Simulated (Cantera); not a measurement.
An isothermal, constant-pressure homogeneous reactor starts with 67.1 % NO, 32.9 % N₂, at 2000 K and 100000 Pa.

Model: GRI-Mech 3.0 (53 species, 325 reactions), integrated in Cantera.

x: mole fraction; the columns are a selection and need not sum to one.

```
t (s)        x NO        x O₂   x N₂       x N₂O       x NO₂         x O
--------  -------  ----------  -----  ----------  ----------  ----------
1.00e-5     0.671     2.29e-8  0.329     5.17e-6     1.20e-6     4.09e-6
5.55e-5     0.671     5.42e-7  0.329     2.72e-5     1.81e-5     1.26e-5
0.000308    0.671     2.41e-5  0.329    0.000114    0.000131     4.45e-5
0.00171     0.669    0.000716  0.330    0.000208    0.000264     7.95e-5
0.00949     0.660  (withheld)  0.334    0.000205  (withheld)  (withheld)
0.0527      0.611  (withheld)  0.359  (withheld)  (withheld)  (withheld)
0.292       0.404       0.133  0.462     7.18e-5    0.000562    0.000254
1.62       0.0806       0.295  0.624     3.10e-6    0.000165    0.000367
9.01      0.00994       0.330  0.659     4.62e-7     2.15e-5    0.000387
50.0      0.00883       0.331  0.660     4.54e-7     1.91e-5    0.000387
```

### Question
What belongs in the gaps?

### Answer

- 0.00949, x O₂: 0.00528
- 0.00949, x NO₂: 0.000307
- 0.00949, x O: 9.19e-5
- 0.0527, x O₂: 0.0298
- 0.0527, x N₂O: 0.000172
- 0.0527, x NO₂: 0.000448
- 0.0527, x O: 0.000139
